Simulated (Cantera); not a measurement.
A closed system holds: 1 mol Ti, 0.058 mol O2, 3.8 mol H2, held at 1.33 mbar.

Equilibrium computed with Cantera from the NASA thermochemical tables; the gas is ideal and each condensed phase is pure. Candidate condensed phases: H2O, Ti, TiO, TiO2, Ti2O3, Ti3O5, Ti4O7; 12 gas species. Mutual solubility and eutectic melting of coexisting phases are not modelled. TiO: taken at fixed stoichiometry. Condensed phases not in the tables: N, O or C dissolved in the metal. The numbers say what is thermodynamically allowed, not how fast it happens.

x: gas mole fraction; n: condensed amount in mol.

```json
[
 {"T (°C)": "875", "x H2": "1.000", "x H": "1.96e-6", "x Ti": "9.56e-12", "x TiO": "<1e-12", "x H2O": "4.95e-12", "n Ti(α)": "0.884", "n TiO(s)": "0.116", "n Ti(β)": "0"},
 {"T (°C)": "925", "x H2": "1.000", "x H": "5.21e-6", "x Ti": "7.24e-11", "x TiO": "<1e-12", "x H2O": "1.77e-11", "n Ti(α)": "0", "n TiO(s)": "0.116", "n Ti(β)": "0.884"},
 {"T (°C)": "975", "x H2": "1.000", "x H": "1.28e-5", "x Ti": "4.64e-10", "x TiO": "<1e-12", "x H2O": "5.71e-11", "n Ti(α)": "0", "n TiO(s)": "0.116", "n Ti(β)": "0.884"},
 {"T (°C)": "1025", "x H2": "1.000", "x H": "2.93e-5", "x Ti": "2.58e-9", "x TiO": "5.38e-12", "x H2O": "1.66e-10", "n Ti(α)": "0", "n TiO(s)": "0.116", "n Ti(β)": "0.884"},
 {"T (°C)": "1075", "x H2": "1.000", "x H": "6.34e-5", "x Ti": "1.26e-8", "x TiO": "3.87e-11", "x H2O": "4.42e-10", "n Ti(α)": "0", "n TiO(s)": "0.116", "n Ti(β)": "0.884"},
 {"T (°C)": "1125", "x H2": "1.000", "x H": "0.000130", "x Ti": "5.47e-8", "x TiO": "2.41e-10", "x H2O": "1.09e-9", "n Ti(α)": "0", "n TiO(s)": "0.116", "n Ti(β)": "0.884"},
 {"T (°C)": "1175", "x H2": "1.000", "x H": "0.000252", "x Ti": "2.15e-7", "x TiO": "1.32e-9", "x H2O": "2.53e-9", "n Ti(α)": "0", "n TiO(s)": "0.116", "n Ti(β)": "0.884"},
 {"T (°C)": "1225", "x H2": "1.000", "x H": "?", "x Ti": "?", "x TiO": "?", "x H2O": "?", "n Ti(α)": "0", "n TiO(s)": "0.116", "n Ti(β)": "0.884"},
 {"T (°C)": "1275", "x H2": "0.999", "x H": "0.000843", "x Ti": "2.53e-6", "x TiO": "2.80e-8", "x H2O": "1.14e-8", "n Ti(α)": "0", "n TiO(s)": "0.116", "n Ti(β)": "0.884"},
 {"T (°C)": "1325", "x H2": "0.999", "x H": "0.00146", "x Ti": "7.72e-6", "x TiO": "1.11e-7", "x H2O": "2.25e-8", "n Ti(α)": "0", "n TiO(s)": "0.116", "n Ti(β)": "0.884"},
 {"T (°C)": "1375", "x H2": "0.998", "x H": "?", "x Ti": "?", "x TiO": "?", "x H2O": "?", "n Ti(α)": "0", "n TiO(s)": "0.116", "n Ti(β)": "0.884"},
 {"T (°C)": "1425", "x H2": "0.996", "x H": "0.00395", "x Ti": "5.87e-5", "x TiO": "1.36e-6", "x H2O": "7.71e-8", "n Ti(α)": "0", "n TiO(s)": "0.116", "n Ti(β)": "0.884"},
 {"T (°C)": "1475", "x H2": "0.994", "x H": "0.00624", "x Ti": "0.000148", "x TiO": "4.24e-6", "x H2O": "1.35e-7", "n Ti(α)": "0", "n TiO(s)": "0.116", "n Ti(β)": "0.883"},
 {"T (°C)": "1525", "x H2": "0.990", "x H": "0.00959", "x Ti": "0.000355", "x TiO": "1.24e-5", "x H2O": "2.28e-7", "n Ti(α)": "0", "n TiO(s)": "0.116", "n Ti(β)": "0.883"}
]
```

Problem. Complete the blanks.

Solution. 
- 1225, x H: 0.000471
- 1225, x Ti: 7.69e-7
- 1225, x TiO: 6.40e-9
- 1225, x H2O: 5.52e-9
- 1375, x H: 0.00244
- 1375, x Ti: 2.20e-5
- 1375, x TiO: 4.04e-7
- 1375, x H2O: 4.25e-8
